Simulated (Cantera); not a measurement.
Input (Python, Cantera) and output of one run.

```python
import numpy as np
import cantera as ct

gas_names = """
    B BCL BCL2 BCL3 BH BH2 BH3 BN B2 CL CL2 H HCL H2 N NH NH2 NH3 N2 N2H2 N2H4
""".split()
cond_names = """
    B(b) B(L) BN(s) NH4CL(a) NH4CL(b)
""".split()


# ... load() reads the species with a 1 bar reference pressure and builds the phases ...
atoms = {
    'BN': {'B': 1, 'N': 1},
    'Cl2': {'CL': 2},
    'H2': {'H': 2},
}
top_T = {'BN(s)': 3200}  # K; cautious upper limits of use, not melting points


# ... equilibrate(T, P, feed) seeds the gas with the atoms and calls Mixture.equilibrate('TP', solver="vcs", rtol=1e-11, max_steps=5000) ...
results = []
feed = {'BN': 1, 'Cl2': 0.85, 'H2': 89}  # mol
T = 975  # K
P = 3.1  # Pa
mix = equilibrate(T, P, feed)
results.append((T, P, feed, dict(zip(mix.species_names, mix.species_moles))))
x = sorted(zip(gas.X, gas.species_names), reverse=True)
print(f"T = {T:g} K  P = {P:g} Pa  gas = {mix.phase_moles(0):.4g} mol")
print("   x: " + "  ".join(f"{s} {v:.3e}" for v, s in x if v > 1e-05))
print("   condensed (mol): " + ("  ".join(f"{mix.phase(i).name} {mix.phase_moles(i):.4g}"
      for i in range(1, mix.n_phases) if mix.phase_moles(i) > 1e-12) or "none"))
```

Output:

```
T = 975 K  P = 3.1 Pa  gas = 89.85 mol
   x: H2 9.811e-01  HCL 1.892e-02
   condensed (mol): BN(s) 1
```

Method: chemical equilibrium by Gibbs-energy minimisation in Cantera with the NASA 1993 tables (ideal gas, pure condensed phases).
